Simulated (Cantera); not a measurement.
Input (Python, Cantera):

```python
import numpy as np
import cantera as ct

gas = ct.Solution("h2o2.yaml")
gas.TPX = 450, 1000000, {'H2': 1, 'O2': 0.455, 'N2': 1.71, 'H2O': 0.4}
inlet = ct.Reservoir(gas, clone=True)
gas.equilibrate("HP")  # start burning
reactor = ct.IdealGasConstPressureReactor(gas, energy="on", clone=False)
exhaust = ct.Reservoir(gas, clone=True)
tau = [0.32, 0.096, 0.028, 0.0084, 0.0025, 0.00074, 0.00022, 6.5e-05, 1.9e-05, 5.7e-06][0]
for a, b in ((inlet, reactor), (reactor, exhaust)):
    ct.MassFlowController(a, b, mdot=lambda t: reactor.mass / tau)
net = ct.ReactorNet([reactor])
show = ['H2', 'O2', 'H2O', 'OH', 'HO2', 'O']

rows = []
print(f"{'tau/s':>10s}{'T/K':>9s}" + "".join(f"{s:>11s}" for s in show))
for tau in [0.32, 0.096, 0.028, 0.0084, 0.0025, 0.00074, 0.00022, 6.5e-05, 1.9e-05, 5.7e-06]:
    net.initial_time = 0.0
    net.advance(30 * tau)
    before = gas.X
    net.advance(40 * tau)
    drift = np.max(np.abs(gas.X - before) / (gas.X + 1e-9))
    rows.append([gas.T, *gas[show].X, drift])
    print(f"{tau:10.3e}{gas.T:9.1f}" + "".join(f"{x:11.3e}" for x in gas[show].X))
```

Result:

```
     tau/s      T/K         H2         O2        H2O         OH        HO2          O
 3.200e-01   2285.5  2.940e-02  8.177e-05  4.195e-01  1.120e-03  7.816e-08  1.298e-05
 9.600e-02   2285.0  2.944e-02  9.614e-05  4.195e-01  1.154e-03  8.812e-08  1.381e-05
 2.800e-02   2283.4  2.956e-02  1.422e-04  4.192e-01  1.263e-03  1.233e-07  1.664e-05
 8.400e-03   2279.3  2.988e-02  2.681e-04  4.185e-01  1.546e-03  2.448e-07  2.533e-05
 2.500e-03   2269.7  3.065e-02  5.790e-04  4.169e-01  2.150e-03  6.773e-07  5.033e-05
 7.400e-04   2251.0  3.225e-02  1.270e-03  4.138e-01  3.153e-03  2.110e-06  1.138e-04
 2.200e-04   2218.4  3.521e-02  2.639e-03  4.084e-01  4.534e-03  6.201e-06  2.560e-04
 6.500e-05   2163.8  4.020e-02  5.104e-03  3.995e-01  6.216e-03  1.659e-05  5.547e-04
 1.900e-05   2075.6  4.802e-02  9.269e-03  3.858e-01  7.900e-03  4.120e-05  1.137e-03
 5.700e-06   1942.1  6.007e-02  1.617e-02  3.656e-01  8.647e-03  9.712e-05  2.028e-03
```

Model: the H2/O2 subset of GRI-Mech 3.0, which has no nitrogen chemistry, integrated in Cantera. The hydrogen kinetics of GRI-Mech 3.0 are dated; newer H2 mechanisms differ, most at raised pressure.
